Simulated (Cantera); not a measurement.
Cantera run:

```python
import numpy as np
import cantera as ct

gas_names = """
    CL CL2 Fe FeCL FeCL2 FeCL3 Fe2CL4 Fe2CL6 H HCL H2
""".split()
cond_names = """
    Fe(a) Fe(c) Fe(d) Fe(L) FeCL2(s) FeCL2(L) FeCL3(s) FeCL3(L)
""".split()


# ... load() reads the species with a 1 bar reference pressure and builds the phases ...
atoms = {
    'FeCl3': {'Fe': 1, 'CL': 3},
    'H2': {'H': 2},
}
top_T = {}  # K; cautious upper limits of use, not melting points


# ... equilibrate(T, P, feed) seeds the gas with the atoms and calls Mixture.equilibrate('TP', solver="vcs", rtol=1e-11, max_steps=5000) ...
results = []
P = 1400  # Pa
for T in [800, 900, 1000, 1100, 1200, 1300, 1400, 1500, 1600, 1700, 1800, 1900, 2000, 2100]:
    for m in [0.35, 0.57, 0.93, 1.5, 2.4, 3.9, 6.4, 10, 17]:
        feed = {'FeCl3': 1, 'H2': m}  # mol
        mix = equilibrate(T, P, feed)
        results.append((T, P, feed, dict(zip(mix.species_names, mix.species_moles))))

for T, P, feed, n in results:
    print(f"{T:7g} {feed['H2']:10.4g}  " + (" + ".join(c for c in cond_names if n.get(c, 0) > 1e-12) or "gas only"))
```

Result:

```
    800       0.35  FeCL2(s)
    800       0.57  FeCL2(s)
    800       0.93  FeCL2(s)
    800        1.5  FeCL2(s)
    800        2.4  FeCL2(s)
    800        3.9  Fe(a) + FeCL2(s)
    800        6.4  Fe(a) + FeCL2(s)
    800         10  Fe(a)
    800         17  Fe(a)
    900       0.35  FeCL2(s)
    900       0.57  FeCL2(s)
    900       0.93  Fe(a) + FeCL2(s)
    900        1.5  Fe(a) + FeCL2(s)
    900        2.4  Fe(a)
    900        3.9  Fe(a)
    900        6.4  Fe(a)
    900         10  Fe(a)
    900         17  Fe(a)
   1000       0.35  gas only
   1000       0.57  gas only
   1000       0.93  Fe(a)
   1000        1.5  Fe(a)
   1000        2.4  Fe(a)
   1000        3.9  Fe(a)
   1000        6.4  Fe(a)
   1000         10  Fe(a)
   1000         17  Fe(a)
   1100       0.35  gas only
   1100       0.57  gas only
   1100       0.93  Fe(a)
   1100        1.5  Fe(a)
   1100        2.4  Fe(a)
   1100        3.9  Fe(a)
   1100        6.4  Fe(a)
   1100         10  Fe(a)
   1100         17  Fe(a)
   1200       0.35  gas only
   1200       0.57  gas only
   1200       0.93  Fe(c)
   1200        1.5  Fe(c)
   1200        2.4  Fe(c)
   1200        3.9  Fe(c)
   1200        6.4  Fe(c)
   1200         10  Fe(c)
   1200         17  Fe(c)
   1300       0.35  gas only
   1300       0.57  gas only
   1300       0.93  gas only
   1300        1.5  Fe(c)
   1300        2.4  Fe(c)
   1300        3.9  Fe(c)
   1300        6.4  Fe(c)
   1300         10  Fe(c)
   1300         17  Fe(c)
   1400       0.35  gas only
   1400       0.57  gas only
   1400       0.93  gas only
   1400        1.5  Fe(c)
   1400        2.4  Fe(c)
   1400        3.9  Fe(c)
   1400        6.4  Fe(c)
   1400         10  Fe(c)
   1400         17  Fe(c)
   1500       0.35  gas only
   1500       0.57  gas only
   1500       0.93  gas only
   1500        1.5  Fe(c)
   1500        2.4  Fe(c)
   1500        3.9  Fe(c)
   1500        6.4  Fe(c)
   1500         10  Fe(c)
   1500         17  Fe(c)
   1600       0.35  gas only
   1600       0.57  gas only
   1600       0.93  gas only
   1600        1.5  Fe(c)
   1600        2.4  Fe(c)
   1600        3.9  Fe(c)
   1600        6.4  Fe(c)
   1600         10  Fe(c)
   1600         17  Fe(c)
   1700       0.35  gas only
   1700       0.57  gas only
   1700       0.93  gas only
   1700        1.5  gas only
   1700        2.4  Fe(d)
   1700        3.9  Fe(d)
   1700        6.4  Fe(d)
   1700         10  Fe(d)
   1700         17  Fe(d)
   1800       0.35  gas only
   1800       0.57  gas only
   1800       0.93  gas only
   1800        1.5  gas only
   1800        2.4  Fe(d)
   1800        3.9  Fe(d)
   1800        6.4  Fe(d)
   1800         10  Fe(d)
   1800         17  Fe(d)
   1900       0.35  gas only
   1900       0.57  gas only
   1900       0.93  gas only
   1900        1.5  gas only
   1900        2.4  Fe(L)
   1900        3.9  Fe(L)
   1900        6.4  Fe(L)
   1900         10  Fe(L)
   1900         17  Fe(L)
   2000       0.35  gas only
   2000       0.57  gas only
   2000       0.93  gas only
   2000        1.5  gas only
   2000        2.4  gas only
   2000        3.9  Fe(L)
   2000        6.4  Fe(L)
   2000         10  Fe(L)
   2000         17  Fe(L)
   2100       0.35  gas only
   2100       0.57  gas only
   2100       0.93  gas only
   2100        1.5  gas only
   2100        2.4  gas only
   2100        3.9  gas only
   2100        6.4  gas only
   2100         10  gas only
   2100         17  gas only
```

Equilibrium computed with Cantera from the NASA thermochemical tables; the gas is ideal and each condensed phase is pure.
